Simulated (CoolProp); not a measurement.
Vapour-liquid equilibrium of R143a (1) + R236FA (2) at -60.65 °C; x and y are mole fractions of (1).

Model: multi-fluid Helmholtz-energy mixture model, Lemmon and Jacobsen 2000 and Pan 2012; pair parameters Bell 2016, in CoolProp.

```json
[
 {"x": "0.05", "bubble pressure (bar)": "0.05697", "y at the bubble point": "0.400", "dew pressure at overall composition x (bar)": "0.03764", "liquid density (mol/L)": "10.79"},
 {"x": "0.125", "bubble pressure (bar)": "0.08953", "y at the bubble point": "0.647", "dew pressure at overall composition x (bar)": "0.04059", "liquid density (mol/L)": "11.02"},
 {"x": "0.2", "bubble pressure (bar)": "0.1231", "y at the bubble point": "0.765", "dew pressure at overall composition x (bar)": "0.04404", "liquid density (mol/L)": "11.26"},
 {"x": "0.275", "bubble pressure (bar)": "0.1576", "y at the bubble point": "0.834", "dew pressure at overall composition x (bar)": "0.04814", "liquid density (mol/L)": "11.50"},
 {"x": "0.35", "bubble pressure (bar)": "0.1929", "y at the bubble point": "0.878", "dew pressure at overall composition x (bar)": "0.05307", "liquid density (mol/L)": "11.76"},
 {"x": "0.425", "bubble pressure (bar)": "0.2288", "y at the bubble point": "0.909", "dew pressure at overall composition x (bar)": "0.05914", "liquid density (mol/L)": "12.02"},
 {"x": "0.5", "bubble pressure (bar)": "0.2652", "y at the bubble point": "0.932", "dew pressure at overall composition x (bar)": "0.06678", "liquid density (mol/L)": "12.28"},
 {"x": "0.575", "bubble pressure (bar)": "0.3019", "y at the bubble point": "0.949", "dew pressure at overall composition x (bar)": "0.07670", "liquid density (mol/L)": "12.56"},
 {"x": "0.65", "bubble pressure (bar)": "0.3389", "y at the bubble point": "0.963", "dew pressure at overall composition x (bar)": "0.09008", "liquid density (mol/L)": "12.85"},
 {"x": "0.725", "bubble pressure (bar)": "0.3761", "y at the bubble point": "0.974", "dew pressure at overall composition x (bar)": "0.1091", "liquid density (mol/L)": "13.14"},
 {"x": "0.8", "bubble pressure (bar)": "0.4132", "y at the bubble point": "0.983", "dew pressure at overall composition x (bar)": "0.1385", "liquid density (mol/L)": "13.45"},
 {"x": "0.875", "bubble pressure (bar)": "0.4504", "y at the bubble point": "0.990", "dew pressure at overall composition x (bar)": "0.1898", "liquid density (mol/L)": "13.76"},
 {"x": "0.95", "bubble pressure (bar)": "0.4875", "y at the bubble point": "0.996", "dew pressure at overall composition x (bar)": "0.3033", "liquid density (mol/L)": "14.08"}
]
```

No azeotrope shows between x = 0.05 and 0.95.

Pair parameters are fitted to limited data, so mixtures are less certain than the pure fluids.
